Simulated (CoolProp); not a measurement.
R365MFC along the isobar 0.101 MPa: Z from the reference equation and from simpler models built on Tc = 460.0 K, pc = 3.266 MPa, ω = 0.377; each cubic takes its own stable root.

Values from CoolProp's reference Helmholtz-energy equation of state, Lemmon 2016.

```
T (K)   phase  reference  van der Waals  Soave-Redlich-Kwong
-----  ------  ---------  -------------  -------------------
252.4  liquid   0.005276         0.9623             0.005740
268.9  liquid   0.005076         0.9674             0.005505
285.5  liquid   0.004908         0.9716             0.005313
302    liquid   0.004769         0.9750             0.005161
318.5     gas     0.9573         0.9779               0.9646
335       gas          ?         0.9804                    ?
351.5     gas     0.9711         0.9824                    ?
368       gas     0.9758         0.9842               0.9775
384.5     gas     0.9794         0.9858               0.9804
401       gas     0.9822         0.9871               0.9830
417.5     gas     0.9845         0.9883               0.9851
434       gas     0.9863         0.9893               0.9870
450.5     gas     0.9879         0.9903               0.9886
467       gas     0.9892         0.9911               0.9900
483.5     gas     0.9903         0.9918               0.9912
500       gas     0.9914         0.9925               0.9922
```

Complete the blanks.


- 335, reference: 0.9652
- 335, Soave-Redlich-Kwong: 0.9697
- 351.5, Soave-Redlich-Kwong: 0.9739

At some of these states van der Waals gives the other phase, because its saturation line lies elsewhere.
